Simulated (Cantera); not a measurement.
Feed: 1 mol Si₃N₄, 3.5 mol HCl, 0.46 mol H₂, equilibrated at 848 K and 0.00220 bar.

Equilibrium computed with Cantera from the NASA thermochemical tables; the gas is ideal and each condensed phase is pure. Candidate condensed phases: NH₄Cl, Si, Si₃N₄; 28 gas species. Equilibrium is a limit: real reactors are often held back by kinetics, nucleation or transport.

Base state: HCl 0.436, H₂ 0.362, SiCl₄ 0.121, N₂ 0.0806, SiHCl₃ 0.000163 (mole fractions); condensed: Si₃N₄(s).

**Question.** What changes in the equilibrium state with this change: 0.5 mol NH₃ added?

**Answer.** 
```
species          before     after
-------------  --------  --------
HCl               0.436     0.423
H₂                0.362     0.400
N₂               0.0806     0.102
SiCl₄             0.121    0.0750
SiHCl₃         0.000163  0.000115
Si₃N₄(s), mol     0.847     0.879
```

**Question.** What changes in the equilibrium state with this change: temperature from 848 K to 1225 K?

**Answer.** 
```
species          before    after
-------------  --------  -------
HCl               0.436    0.515
H₂                0.362    0.310
SiCl₄             0.121   0.0816
SiCl₂           5.91e-8   0.0112
SiCl₃           9.94e-6   0.0108
N₂               0.0806   0.0701
SiHCl₃         0.000163  0.00154
Si₃N₄(s), mol     0.847    0.864
```
The tables' values for SiCl₃ are old estimates; treat these amounts as uncertain.
